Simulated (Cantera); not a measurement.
Charge: 1 mol Si, 3.4 mol HBr, 0.23 mol N₂, equilibrated at 1.10 Pa.

These are equilibrium values from Cantera (NASA tables, ideal gas, pure condensed phases), not measurements of a reactor. Candidate condensed phases: Br₂, Si, Si₃N₄; 28 gas species. N₂ is the only nitrogen source here; it is nearly inert below about 1500 K, so the nitride shown seldom forms there in practice. The tables' values for SiBr₃ are old estimates; treat these amounts as uncertain. Kinetics and transport are ignored.

At 677 °C, list the 4 most abundant gas species with their mole fractions, and the condensed phases.

H₂ 0.427, HBr 0.342, SiBr₄ 0.194, SiBr₂ 0.0316. Condensed: Si₃N₄(s).
